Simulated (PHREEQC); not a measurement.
PHREEQC input (ion-association model, wateq4f.dat):

```
SOLUTION_MASTER_SPECIES
  An  An-  0  An  62.0  # stands for a non-complexing anion
SOLUTION_SPECIES
  An- = An-
    -log_k 0
    -gamma 3.0 0
PHASES
  Fix_H+
    H+ = H+
    -log_k 0
SOLUTION 1
  temp 25
  units mmol/kgw
  pH 7 charge
  Cl 0.0001
  Zn 5e-05
  As(3) 0.074
  Na 10.074
  An 10
END
SELECTED_OUTPUT 1
  -reset false
  -pH true
  -pe true
  -ionic_strength true
  -water true
  -totals As Cl Na Zn As(3) As(5)
  -molalities Hfo_wOH Hfo_wOH2+ Hfo_wO- Hfo_sOH Hfo_sOH2+ Hfo_sO- Hfo_wH2AsO3 Hfo_sOZn+ Hfo_wOZn+
  -saturation_indices Zn(OH)2-e Zn5(OH)8Cl2 Arsenolite Halite
USER_PUNCH 1
  -headings sigma psi
  10 PUNCH EDL("sigma", "Hfo"), EDL("psi", "Hfo")
PRINT
  -reset false
USE solution 1
SURFACE 1
  Hfo_wOH 4.49438e-05 600 0.02
  Hfo_sOH 1.1236e-06
EQUILIBRIUM_PHASES 1
  Fix_H+ -3 HAn 10
    -force_equality true
END
# ... the last block is repeated for the other 12 points of pH, with NaOH or the acid as the point needs
```

Selected output (columns that matter, 13 of 13 rows; pH added in front):

```
pH	mu	As	Na	Zn	m_Hfo_wOH	m_Hfo_wOH2+	m_Hfo_wO-	m_Hfo_sOH	si_Zn(OH)2-e	si_Zn5(OH)8Cl2	si_Arsenolite	si_Halite	sigma	psi
3	0.011186	5.479e-05	0.010074	5e-08	1.3607e-06	2.4371e-05	1.7405e-09	5.9413e-08	-12.98	-65.995	-7.1403	-10.673	0.20452	0.17965
3.67	0.010317	4.7571e-05	0.010074	5e-08	2.1557e-06	1.6353e-05	6.5102e-09	1.3082e-07	-11.634	-60.602	-7.2629	-10.67	0.13942	0.16209
4.33	0.010131	4.2555e-05	0.010074	4.9993e-08	2.8672e-06	1.0614e-05	1.7743e-08	2.3865e-07	-10.313	-55.315	-7.3597	-10.669	0.092298	0.14148
5	0.010089	3.917e-05	0.010074	4.9875e-08	3.4504e-06	6.6226e-06	4.1183e-08	3.8327e-07	-8.9735	-49.959	-7.4317	-10.669	0.058801	0.11872
5.67	0.010079	3.7052e-05	0.010074	4.7975e-08	3.8706e-06	4.0404e-06	8.4944e-08	5.4293e-07	-7.6504	-44.683	-7.4802	-10.669	0.036283	0.09473
6.33	0.010076	3.5814e-05	0.010074	3.0814e-08	4.144e-06	2.4537e-06	1.6033e-07	6.7729e-07	-6.5233	-40.368	-7.5109	-10.669	0.021608	0.070253
7	0.010075	3.5147e-05	0.010074	5.0907e-09	4.323e-06	1.4774e-06	2.8979e-07	7.6588e-07	-5.9684	-38.933	-7.5326	-10.669	0.011599	0.044739
7.67	0.010074	3.4967e-05	0.010074	4.2313e-10	4.4906e-06	9.1582e-07	5.0443e-07	8.1617e-07	-5.7288	-39.075	-7.5616	-10.669	0.0042996	0.018368
8.33	0.010074	3.5487e-05	0.010074	4.7814e-11	4.9195e-06	6.2854e-07	8.8209e-07	8.2165e-07	-5.5256	-39.379	-7.6525	-10.669	-0.0019942	-0.008661
9	0.010073	3.7938e-05	0.010074	2.1463e-11	6.5908e-06	5.8255e-07	1.7082e-06	7.9703e-07	-5.3531	-39.857	-7.9637	-10.669	-0.0097698	-0.03883
9.67	0.010089	4.5142e-05	0.010091	2.2532e-11	1.1612e-05	8.5362e-07	3.6189e-06	7.7565e-07	-5.2643	-40.753	-8.6492	-10.668	-0.023339	-0.073729
10.33	0.010295	5.7453e-05	0.010298	2.7405e-11	1.9942e-05	1.268e-06	7.1849e-06	7.5497e-07	-5.1947	-41.726	-9.602	-10.66	-0.048985	-0.10905
11	0.011192	6.8396e-05	0.011197	5.1277e-11	2.5468e-05	1.17e-06	1.27e-05	6.9629e-07	-5.0231	-42.211	-10.755	-10.627	-0.09485	-0.14033
```

Species that the database lacks are ignored. The oxide is taken as insoluble; below pH 4 it would dissolve.
